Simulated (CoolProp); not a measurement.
Saturated liquid density (kg/m³) of water: the reference equation beside estimates from Tc = 373.9 °C, pc = 22060 kPa, ω = 0.344. Rackett uses Z = 0.29056 − 0.08775 ω.

Values from CoolProp's reference Helmholtz-energy equation of state, Wagner 2002.

```json
[
 {"T (°C)": "182.65", "reference": "884.2", "Rackett": "733.8", "Redlich-Kwong": "608.5"},
 {"T (°C)": "202.25", "reference": "862.0", "Rackett": "712.9", "Redlich-Kwong": "587.9"},
 {"T (°C)": "221.85", "reference": "837.8", "Rackett": "690.9", "Redlich-Kwong": "565.8"},
 {"T (°C)": "241.45", "reference": "811.3", "Rackett": "667.5", "Redlich-Kwong": "542.0"},
 {"T (°C)": "261.05", "reference": "782.0", "Rackett": "642.5", "Redlich-Kwong": "516.1"},
 {"T (°C)": "280.65", "reference": "749.1", "Rackett": "615.2", "Redlich-Kwong": "487.8"},
 {"T (°C)": "300.25", "reference": "711.6", "Rackett": "585.0", "Redlich-Kwong": "456.3"},
 {"T (°C)": "319.85", "reference": "667.5", "Rackett": "550.3", "Redlich-Kwong": "420.4"},
 {"T (°C)": "339.45", "reference": "612.4", "Rackett": "508.0", "Redlich-Kwong": "377.8"}
]
```

Absolute difference from the reference over all 9 rows, mean and median: Rackett 17.5 and 17.6 %, Redlich-Kwong 34.3 and 34.0 %.
